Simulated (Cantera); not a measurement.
Input (Python, Cantera) and output of one run.

```python
import numpy as np
import cantera as ct

gas_names = """
    AL ALBr ALBr3 ALN ALO ALO2 AL2 AL2Br6 AL2O AL2O2 Br Br2 N NO NO2 NO3 N2 N2O O O2 O3
""".split()
cond_names = """
    AL(cr) AL(L) ALBr3(s) ALBr3(L) ALN(s) AL2O3(a) AL2O3(L) Br2(cr) Br2(L)
""".split()


# ... load() reads the species with a 1 bar reference pressure and builds the phases ...
atoms = {
    'Al': {'AL': 1},
    'Br2': {'Br': 2},
    'N2': {'N': 2},
    'O2': {'O': 2},
}
top_T = {'ALN(s)': 2750}  # K; cautious upper limits of use, not melting points


# ... equilibrate(T, P, feed) seeds the gas with the atoms and calls Mixture.equilibrate('TP', solver="vcs", rtol=1e-11, max_steps=5000) ...
results = []
feed = {'Al': 1, 'Br2': 0.43, 'N2': 17, 'O2': 0.057}  # mol
P = 10000  # Pa
for T in [473, 498, 523, 548, 573, 598, 623, 648, 673, 698, 723, 748]:
    mix = equilibrate(T, P, feed)
    results.append((T, P, feed, dict(zip(mix.species_names, mix.species_moles))))
    x = sorted(zip(gas.X, gas.species_names), reverse=True)
    print(f"T = {T:g} K  P = {P:g} Pa  gas = {mix.phase_moles(0):.4g} mol")
    print("   x: " + "  ".join(f"{s} {v:.3e}" for v, s in x if v > 0.0001))
    print("   condensed (mol): " + ("  ".join(f"{mix.phase(i).name} {mix.phase_moles(i):.4g}"
          for i in range(1, mix.n_phases) if mix.phase_moles(i) > 1e-12) or "none"))
```

Output:

```
T = 473 K  P = 10000 Pa  gas = 16.83 mol
   x: N2 9.910e-01  AL2Br6 8.068e-03  ALBr3 8.942e-04
   condensed (mol): ALN(s) 0.6373  AL2O3(a) 0.038
T = 498 K  P = 10000 Pa  gas = 16.84 mol
   x: N2 9.906e-01  AL2Br6 7.617e-03  ALBr3 1.789e-03
   condensed (mol): ALN(s) 0.6373  AL2O3(a) 0.038
T = 523 K  P = 10000 Pa  gas = 16.85 mol
   x: N2 9.899e-01  AL2Br6 6.876e-03  ALBr3 3.258e-03
   condensed (mol): ALN(s) 0.6373  AL2O3(a) 0.038
T = 548 K  P = 10000 Pa  gas = 16.87 mol
   x: N2 9.888e-01  AL2Br6 5.800e-03  ALBr3 5.393e-03
   condensed (mol): ALN(s) 0.6373  AL2O3(a) 0.038
T = 573 K  P = 10000 Pa  gas = 16.89 mol
   x: N2 9.875e-01  ALBr3 8.071e-03  AL2Br6 4.449e-03
   condensed (mol): ALN(s) 0.6373  AL2O3(a) 0.038
T = 598 K  P = 10000 Pa  gas = 16.92 mol
   x: N2 9.861e-01  ALBr3 1.087e-02  AL2Br6 3.037e-03
   condensed (mol): ALN(s) 0.6373  AL2O3(a) 0.038
T = 623 K  P = 10000 Pa  gas = 16.94 mol
   x: N2 9.849e-01  ALBr3 1.325e-02  AL2Br6 1.840e-03
   condensed (mol): ALN(s) 0.6373  AL2O3(a) 0.038
T = 648 K  P = 10000 Pa  gas = 16.95 mol
   x: N2 9.841e-01  ALBr3 1.488e-02  AL2Br6 1.018e-03
   condensed (mol): ALN(s) 0.6373  AL2O3(a) 0.038
T = 673 K  P = 10000 Pa  gas = 16.96 mol
   x: N2 9.836e-01  ALBr3 1.583e-02  AL2Br6 5.388e-04
   condensed (mol): ALN(s) 0.6373  AL2O3(a) 0.038
T = 698 K  P = 10000 Pa  gas = 16.96 mol
   x: N2 9.834e-01  ALBr3 1.633e-02  AL2Br6 2.842e-04
   condensed (mol): ALN(s) 0.6373  AL2O3(a) 0.038
T = 723 K  P = 10000 Pa  gas = 16.97 mol
   x: N2 9.833e-01  ALBr3 1.659e-02  AL2Br6 1.529e-04
   condensed (mol): ALN(s) 0.6373  AL2O3(a) 0.038
T = 748 K  P = 10000 Pa  gas = 16.97 mol
   x: N2 9.832e-01  ALBr3 1.673e-02
   condensed (mol): ALN(s) 0.6373  AL2O3(a) 0.038
```

Cantera equilibrium calculation (NASA polynomials, part measured and part estimated; ideal gas, pure solids and liquids).
